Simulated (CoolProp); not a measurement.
Nitrous oxide at 282.65 K and 1.37 MPa is throttled through a valve to 0.552 MPa with no heat exchange. Each further row changes one setting.

Model: reference Helmholtz-energy equation of state, Lemmon 2006, in CoolProp. It is a short technical equation, of lower accuracy than the large ones.

| case | temperature change (K) | final density (kg/m³) |
|---|---|---|
| as stated | -10.9 | 11.2 |
| outlet pressure 0.166 MPa | -16.3 | 3.34 |
| outlet pressure 0.718 MPa | -8.6 | 14.6 |
